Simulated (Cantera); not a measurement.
Charge: 1 mol K₂SO₄, 1.1 mol CO₂, 3.2 mol H₂O, at 0.170 bar.

Method: chemical equilibrium by Gibbs-energy minimisation in Cantera with the NASA 1993 tables (ideal gas, pure condensed phases). Candidate condensed phases: C, C₆H₆, C₇H₈, C₈H₁₈, H₂O, H₂SO₄, K, KOH, KO₂, K₂CO₃, K₂O, K₂O₂, K₂S, K₂SO₄, S; 130 gas species. Kinetics and transport are ignored.

log p: log10 of the partial pressure in bar; n: condensed amount in mol.

| T (K) | log p H₂O | log p CO₂ | log p KOH | log p SO₂ | log p O₂ | log p K₂SO₄ | log p K | n K₂SO₄(s) | n K₂SO₄(l) |
|---|---|---|---|---|---|---|---|---|---|
| 1150 | -0.90 | -1.36 | -5.48 | -5.78 | -5.94 | -6.78 | -9.19 | 1.000 | 0 |
| 1250 | -0.90 | -1.36 | -4.57 | -4.87 | -5.11 | -5.70 | -7.77 | 1.000 | 0 |
| 1350 | -0.90 | -1.36 | -3.81 | -4.11 | -4.38 | -4.80 | -6.59 | 0 | 0.998 |
| 1450 | -0.90 | -1.36 | -3.18 | -3.48 | -3.76 | -4.13 | -5.59 | 0 | 0.990 |
| 1550 | -0.91 | -1.37 | -2.64 | -2.94 | -3.23 | -3.56 | -4.73 | 0 | 0.963 |
| 1650 | -0.94 | -1.39 | -2.18 | -2.47 | -2.77 | -3.06 | -3.97 | 0 | ___ |
| 1750 | -1.00 | -1.43 | -1.79 | -2.08 | -2.36 | -2.63 | -3.30 | 0 | ___ |
| 1850 | -1.15 | -1.52 | -1.47 | -1.75 | -2.02 | -2.26 | -2.68 | 0 | ___ |
| 1950 | -1.23 | -1.57 | -1.39 | -1.64 | -1.90 | -2.67 | -2.31 | 0 | ___ |

Q: Some entries are withheld; supply them.

A: 
- 1650, n K₂SO₄(l): 0.887
- 1750, n K₂SO₄(l): 0.684
- 1850, n K₂SO₄(l): 0.143
- 1950, n K₂SO₄(l): 0
